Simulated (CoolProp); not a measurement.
Saturation properties of hexamethyldisiloxane (MM).

Model: reference Helmholtz-energy equation of state, Thol 2016, in CoolProp.

```tsv
T (K)	p (MPa)	liquid density (kg/m³)	enthalpy of vaporisation (kJ/kg)	vapour Z
326.2	0.01990	729.4	216.0	0.9800
342.8	0.03746	710.9	208.2	0.9686
359.4	0.06566	691.8	200.0	0.9533
376	0.1084	672.0	191.5	0.9335
392.5	0.1697	651.4	182.4	0.9088
409.1	0.2553	629.4	172.6	0.8783
425.7	0.3703	605.8	161.8	0.8413
442.3	0.5210	580.1	149.8	0.7970
```

It boils at 373.7 K under 1 atm.
